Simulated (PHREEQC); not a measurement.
0.081 g of hydrous ferric oxide (600 m²/g; 0.2 weak and 0.005 strong sites per Fe, Dzombak-Morel constants, diffuse double layer) in 1 kg of water with 0.01 mol/kgw of an inert sodium salt and 3.9e-05 mol/kgw NaF and 1.5e-05 mol/kgw NiCl2, at 25 °C; the pH is set by adding NaOH or the inert anion's acid. Oxygen alone is held at its pressure in air (log pO2 = -0.68). The system is closed to CO2. Precipitation was switched off in this run.

The series has 17 steps of pH, from 3 to 11.

The numbers come from PHREEQC with the ion-association model, wateq4f.dat.

Task: Near which pH is half of the F sorbed, and on which side is more sorbed?

Result: Near pH 5.2, with more sorbed at lower pH.

Task: Near which pH is half of the Ni sorbed, and on which side is more sorbed?

Result: Near pH 7.1, with more sorbed at higher pH.

The oxide is taken as insoluble; below pH 4 it would dissolve.
